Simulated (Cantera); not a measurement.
An isothermal, constant-pressure homogeneous reactor starts with NO : N₂ = 1 : 8.5 (molar parts), at 1925 K and 0.0180 bar. Integrator tolerance rtol = 1e-08.

Cantera simulation using GRI-Mech 3.0 (53 species, 325 reactions); the numbers are that mechanism's predictions, not measurements. Radical loss at walls, strong at low pressure, is not modelled.

What does this change do: temperature 1925 to 1525 K?


```csv
quantity,before,after
x(NO) at 100 s,0.0224 (gas-phase equilibrium 0.00334),0.105 (gas-phase equilibrium 0.000758)
x(N₂O) at 100 s,1.88e-7 (gas-phase equilibrium 2.78e-8),3.56e-6 (gas-phase equilibrium 6.79e-9)
x(N₂) at 100 s,0.936 (gas-phase equilibrium 0.945),0.895 (gas-phase equilibrium 0.947)
x(O₂) at 100 s,0.0411 (gas-phase equilibrium 0.0506),0.000264 (gas-phase equilibrium 0.0522)
x(O) at 100 s,0.000563 (gas-phase equilibrium 0.000621),1.45e-6 (gas-phase equilibrium 9.71e-6)
x(NO₂) at 100 s,2.61e-6 (gas-phase equilibrium 4.32e-7),3.99e-6 (gas-phase equilibrium 2.51e-7)
```

What does this change do: temperature 1925 to 2150 K?


```
quantity                                            before                                    after
---------------  -----------------------------------------  ---------------------------------------
x(NO) at 100 s      0.0224 (gas-phase equilibrium 0.00334)  0.00590 (gas-phase equilibrium 0.00590)
x(N₂O) at 100 s    1.88e-7 (gas-phase equilibrium 2.78e-8)  4.83e-8 (gas-phase equilibrium 4.83e-8)
x(N₂) at 100 s         0.936 (gas-phase equilibrium 0.945)      0.943 (gas-phase equilibrium 0.943)
x(O₂) at 100 s       0.0411 (gas-phase equilibrium 0.0506)    0.0480 (gas-phase equilibrium 0.0480)
x(O) at 100 s    0.000563 (gas-phase equilibrium 0.000621)  0.00321 (gas-phase equilibrium 0.00321)
x(NO₂) at 100 s    2.61e-6 (gas-phase equilibrium 4.32e-7)  5.16e-7 (gas-phase equilibrium 5.16e-7)
```

What does this change do: pressure from 0.0180 bar to 1.01 bar?


```tsv
quantity	before	after
x(NO) at 100 s	0.0224 (gas-phase equilibrium 0.00334)	0.00335 (gas-phase equilibrium 0.00335)
x(N₂O) at 100 s	1.88e-7 (gas-phase equilibrium 2.78e-8)	2.09e-7 (gas-phase equilibrium 2.09e-7)
x(N₂) at 100 s	0.936 (gas-phase equilibrium 0.945)	0.946 (gas-phase equilibrium 0.946)
x(O₂) at 100 s	0.0411 (gas-phase equilibrium 0.0506)	0.0509 (gas-phase equilibrium 0.0509)
x(O) at 100 s	0.000563 (gas-phase equilibrium 0.000621)	8.30e-5 (gas-phase equilibrium 8.30e-5)
x(NO₂) at 100 s	2.61e-6 (gas-phase equilibrium 4.32e-7)	3.26e-6 (gas-phase equilibrium 3.26e-6)
```
